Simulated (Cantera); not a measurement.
Input (Python, Cantera) and output of one run.

```python
import numpy as np
import cantera as ct

gas_names = """
    H H2 Hg
""".split()
cond_names = """
    Hg(cr) Hg(L)
""".split()


def load(file, names, dense=False):
    # The tables refer to 1 bar. Condensed volumes are neglected.
    table = {s.name: s for s in ct.Species.list_from_file(file)}
    out = []
    for n in names:
        d = dict(table[n].input_data)
        d["thermo"] = dict(d["thermo"], **{"reference-pressure": 1e5})
        if dense:
            d["equation-of-state"] = {"model": "constant-volume", "density": "1e6 g/cm^3"}
        out.append(ct.Species.from_dict(d))
    return out


gas = ct.Solution(thermo="ideal-gas", species=load("nasa_gas.yaml", gas_names))
cond = {s.name: ct.Solution(thermo="fixed-stoichiometry", species=[s], name=s.name)
        for s in load("nasa_condensed.yaml", cond_names, dense=True)}
atoms = {
    'Hg': {'Hg': 1},
    'H2': {'H': 2},
}
top_T = {}  # K; cautious upper limits of use, not melting points


def equilibrate(T, P, feed):
    n = {}
    for name, mol in feed.items():
        for a, k in atoms[name].items():
            n[a] = n.get(a, 0.0) + k * mol
    gas.TPX = T, P, n
    mass = sum(n.values()) * gas.mean_molecular_weight
    gas.equilibrate("TP")
    valid = [c for c in cond.values() if c.min_temp <= T <= top_T.get(c.name, c.max_temp)]
    mix = ct.Mixture([(gas, mass / gas.mean_molecular_weight)] + [(c, 0.0) for c in valid])
    mix.T, mix.P = T, P
    mix.equilibrate("TP", solver="vcs", rtol=1e-11, max_steps=5000)
    return mix


results = []
feed = {'Hg': 1, 'H2': 0.06}  # mol
T = 823  # K
P = 130  # Pa
mix = equilibrate(T, P, feed)
results.append((T, P, feed, dict(zip(mix.species_names, mix.species_moles))))
print(gas.report(threshold=0.001))
for i in range(1, mix.n_phases):
    print(f"{mix.phase(i).name:16s} {mix.phase_moles(i):12.5e} mol")
```

It prints:

```
       temperature   823 K
          pressure   130 Pa
           density   0.0035973 kg/m^3
  mean mol. weight   189.35 kg/kmol
   phase of matter   gas

                          1 kg             1 kmol
                     ---------------   ---------------
          enthalpy        3.6476e+05        6.9068e+07  J
   internal energy        3.2862e+05        6.2225e+07  J
           entropy            1326.2        2.5112e+05  J/K
    Gibbs function        -7.267e+05        -1.376e+08  J
 heat capacity c_p            112.44             21291  J/K
 heat capacity c_v            68.529             12976  J/K

                      mass frac. Y      mole frac. X     chem. pot. / RT
                     ---------------   ---------------   ---------------
                H2        0.00060265          0.056604           -26.561
                Hg            0.9994            0.9434           -19.722
     [   +1 minor]        2.5766e-13        4.8401e-11

Hg(L)             0.00000e+00 mol
```

These are equilibrium values from Cantera (NASA tables, ideal gas, pure condensed phases), not measurements of a reactor.
